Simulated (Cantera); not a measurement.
A Cantera script and its output.

```python
import numpy as np
import cantera as ct

surf = ct.Interface("diamond.yaml", "diamond_100")
gas, bulk = surf.adjacent["gas"], surf.adjacent["diamond"]
k = surf.kinetics_species_index(bulk.species_names[0])
cover = ["c6HH", "c6H*", "c6*H", "c6**", "c6HM", "c6B"]

rows, drift = [], 0.0
print(f"{'xH':>10s}{'um/h':>11s}" + "".join(f"{s:>11s}" for s in cover))
for v in [0.0001, 0.00024, 0.00056, 0.0013, 0.0031, 0.0074, 0.017, 0.041, 0.098]:
    T, P, xH, xCH3 = 1323, 16000, v, 0.0019
    gas.TPX = T, P, {"H": xH, "CH3": xCH3, "CH4": 0.0039, "H2": 1 - xH - xCH3 - 0.0039}
    surf.TP = bulk.TP = T, P
    surf.coverages = "c6H*:0.1, c6HH:0.9"
    surf.advance_coverages(100.0)
    before = surf.coverages
    surf.advance_coverages(100.0)
    drift = max(drift, np.max(np.abs(surf.coverages - before) / (surf.coverages + 1e-9)))
    rate = surf.net_production_rates[k] * bulk.mean_molecular_weight / bulk.density * 3.6e9
    rows.append([rate, *surf[cover].coverages])
    print(f"{v:10.4g}{rate:11.4e}" + "".join(f"{x:11.3e}" for x in rows[-1][1:]))
```

Result:

```
        xH       um/h       c6HH       c6H*       c6*H       c6**       c6HM        c6B
    0.0001 1.8318e+00  6.643e-01  2.807e-02  2.888e-01  2.871e-03  3.291e-03  4.971e-09
   0.00024 6.8606e+00  5.356e-01  3.829e-02  3.940e-01  7.597e-03  4.762e-03  1.862e-08
   0.00056 1.7865e+01  4.497e-01  4.486e-02  4.615e-01  1.581e-02  6.118e-03  4.848e-08
    0.0013 3.6633e+01  4.017e-01  4.831e-02  4.967e-01  2.665e-02  7.275e-03  9.941e-08
    0.0031 6.6195e+01  3.770e-01  4.996e-02  5.131e-01  3.724e-02  7.948e-03  1.796e-07
    0.0074 1.1261e+02  3.660e-01  5.083e-02  5.204e-01  4.454e-02  7.713e-03  3.056e-07
     0.017 1.8036e+02  3.619e-01  5.154e-02  5.242e-01  4.854e-02  6.510e-03  4.894e-07
     0.041 2.7121e+02  3.607e-01  5.264e-02  5.266e-01  5.092e-02  4.523e-03  7.359e-07
     0.098 3.5584e+02  3.606e-01  5.470e-02  5.270e-01  5.255e-02  2.611e-03  9.656e-07
```

Computed with Cantera and the Harris–Goodwin 1993 mechanism for the reconstructed diamond (100) surface.
